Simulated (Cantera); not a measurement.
Charge: 1 mol SiH4, 0.054 mol O3, 5.1 mol H2, at 2600 Pa.

Cantera equilibrium calculation (NASA polynomials, part measured and part estimated; ideal gas, pure solids and liquids). Candidate condensed phases: H2O, Si, SiO2; 18 gas species. Mutual solubility and eutectic melting of coexisting phases are not modelled. The tables hold silica as quartz up to 1696 K and as liquid above; real silica turns to tridymite and cristobalite and melts near 1996 K. Gases not in the tables: Si2H6 and higher silanes. The numbers say what is thermodynamically allowed, not how fast it happens.

Task: Which condensed phases are stable at each of these points (T (°C)): 752, 852, 952, 1052, 1152, 1252, 1352, 1452, 1552, 1652, 1752?

Result: 
```tsv
T (°C)	condensed phases	Si condensed (%)
752	Si(s) + SiO2(β-quartz)	100.0
852	Si(s) + SiO2(β-quartz)	100.0
952	Si(s) + SiO2(β-quartz)	100.0
1052	Si(s) + SiO2(β-quartz)	99.6
1152	Si(s) + SiO2(β-quartz)	96.6
1252	Si(s)	83.8
1352	Si(s)	83.8
1452	Si(l)	83.8
1552	Si(l)	83.6
1652	Si(l)	83.2
1752	Si(l)	81.9
```

From 752 °C to 1152 °C the condensed part is Si(s) + SiO2(β-quartz). From 1252 °C to 1352 °C the condensed part is Si(s). From 1452 °C to 1752 °C the condensed part is Si(l).
